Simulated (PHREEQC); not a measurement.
Consider water at 25 °C with 38 mmol/kgw CuSO4, 0.11 mmol/kgw HNO3 and 0.092 mmol/kgw KCl. Closed to the air; pH follows from the charge balance.

Equilibrium calculation in PHREEQC: ion-association model, phreeqc.dat.

Precipitation was switched off in this run.

**Question.** Estimate the pH, density, ionic strength.

**Answer.** pH 4.28; density 1.003 g/cm³; ionic strength 0.0890 mol/kgw.

**Question.** In which forms is S present?

**Answer.** SO4-2 58 %, CuSO4 42 % of the S.
